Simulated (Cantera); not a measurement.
# SiO2 + CO (carbothermic reduction)

Feed: 1 mol SiO2, 18 mol CO, equilibrated at 1148.15 K.

Method: chemical equilibrium by Gibbs-energy minimisation in Cantera with the NASA 1993 tables (ideal gas, pure condensed phases). Candidate condensed phases: C, Si, SiC, SiO2; 20 gas species. The tables hold silica as quartz up to 1696 K and as liquid above; real silica turns to tridymite and cristobalite and melts near 1996 K. Kinetics and transport are ignored.

```tsv
P (Pa)	x CO	x CO2	x SiO	n SiO2(β-quartz)	n C(graphite)
10	1.000	4.69e-6	4.69e-6	1.000	0
36	1.000	1.46e-5	4.18e-7	1.000	0
130	1.000	5.28e-5	3.21e-8	1.000	0
460	1.000	0.000187	2.56e-9	1.00	0.00336
1700	0.999	0.000689	1.88e-10	1.00	0.0124
6000	0.998	0.00242	1.51e-11	1.00	0.0435
22000	0.991	0.00877	1.13e-12	1.00	0.157
77000	0.971	0.0294	<1e-12	1.00	0.515
280000	0.907	0.0934	<1e-12	1.00	1.54
1000000	0.763	0.237	<1e-12	1.00	3.44
```
x: gas mole fraction; n: condensed amount in mol.

From 0.000100 bar to 0.00130 bar the condensed part is SiO2(β-quartz). From 0.00460 bar to 10.0 bar the condensed part is C(graphite) + SiO2(β-quartz).
